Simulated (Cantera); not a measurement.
Input: 1 mol N2O, 0.016 mol SO2, 0.78 mol N2, 1.9 mol H2O, equilibrated at 2275 K and 1.33 mbar.

Equilibrium computed with Cantera from the NASA thermochemical tables; the gas is ideal and each condensed phase is pure. Candidate condensed phases: H2O, H2SO4, S; 35 gas species. Equilibrium is a limit: real reactors are often held back by kinetics, nucleation or transport.

Base state: N2 0.381, H2O 0.312, O2 0.108, OH 0.0523, H 0.0503, H2 0.0467, O 0.0386, NO 0.00742 (mole fractions); condensed: gas only.

**Question.** What changes in the equilibrium state with this change: temperature from 2275 K to 2498 K?

**Answer.** 
| species | before | after |
|---|---|---|
| N2 | 0.381 | 0.312 |
| H | 0.0503 | 0.185 |
| H2O | 0.312 | 0.137 |
| O | 0.0386 | 0.118 |
| H2 | 0.0467 | 0.0733 |
| OH | 0.0523 | 0.0714 |
| O2 | 0.108 | 0.0907 |
| S | 1.07e-5 | 0.000115 |
| SO | 0.000343 | 0.000910 |
| SO2 | 0.00310 | 0.00182 |

**Question.** What changes in the equilibrium state with this change: 0.075 mol CO2 added?

**Answer.** 
```json
[
 {"species": "N2", "before": "0.381", "after": "0.373"},
 {"species": "H2O", "before": "0.312", "after": "0.306"},
 {"species": "O2", "before": "0.108", "after": "0.109"},
 {"species": "CO2", "before": "0", "after": "0.00870"},
 {"species": "CO", "before": "0", "after": "0.00717"},
 {"species": "H2", "before": "0.0467", "after": "0.0456"},
 {"species": "H", "before": "0.0503", "after": "0.0496"},
 {"species": "OH", "before": "0.0523", "after": "0.0518"},
 {"species": "O", "before": "0.0386", "after": "0.0387"},
 {"species": "S", "before": "1.07e-5", "after": "1.04e-5"},
 {"species": "SO", "before": "0.000343", "after": "0.000335"},
 {"species": "SO2", "before": "0.00310", "after": "0.00304"},
 {"species": "NO", "before": "0.00742", "after": "0.00737"}
]
```
Further candidate phases: C, C6H6, C7H8, C8H18.
